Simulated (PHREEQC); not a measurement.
1 kg of water holding 25 mmol/kgw NaCl meets 20 L of dry gas (H2 0.72, N2 0.28 by moles) at fixed total pressure, at 50 °C; fugacities by Peng-Robinson. The gases take part in no redox reaction, some water evaporates into the gas, and hydrates or a liquid gas phase aren't modelled. Nothing may precipitate in this run.

The numbers come from PHREEQC with the ion-association model, phreeqc.dat.

Task: Predict dissolved H2 (mol/kgw), dissolved N2 (mol/kgw) at P (atm) = 2, 5, 150.

Result: 
```csv
P (atm),dissolved H2 (mol/kgw),dissolved N2 (mol/kgw)
2,0.000981,0.000269
5,0.00254,0.000696
150,0.0701,0.0184
```

Complexes and solids missing from the database can't appear. Away from 25 °C the constants follow the database's enthalpies or fits; those with neither stay at their 25 °C values.
